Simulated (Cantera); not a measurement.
**Ignition delay**

Mixture: 11.5 % CH4, 2.41 % C2H6, 15.7 % O2, 59.1 % N2, 5.17 % H2O, 6.09 % H2, at 30000 Pa, adiabatic and at constant pressure. Ignition delay is the time to a rise of 400 K.

Cantera simulation using GRI-Mech 3.0 (53 species, 325 reactions); the numbers are that mechanism's predictions, not measurements.

```json
[
 {"T0 (K)": "1075", "delay (ms)": "29.4"},
 {"T0 (K)": "1125", "delay (ms)": "11.5"},
 {"T0 (K)": "1175", "delay (ms)": "5.48"},
 {"T0 (K)": "1225", "delay (ms)": "3.10"},
 {"T0 (K)": "1275", "delay (ms)": "1.94"},
 {"T0 (K)": "1325", "delay (ms)": "1.29"},
 {"T0 (K)": "1375", "delay (ms)": "0.879"}
]
```

```json
{
 "apparent activation energy between 1275 and 1375 K": "120 kJ/mol"
}
```
